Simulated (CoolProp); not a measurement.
n-hexane at 253.29 K and 2.03 MPa is throttled through a valve to 1.17 MPa with no heat exchange. Each further row changes one setting.

Computed with CoolProp (reference Helmholtz-energy equation of state, Thol 2019).

```csv
case,temperature change (K),final density (kg/m³)
as stated,+0.4,695
outlet pressure 0.351 MPa,+0.8,694
outlet pressure 1.52 MPa,+0.2,695
```
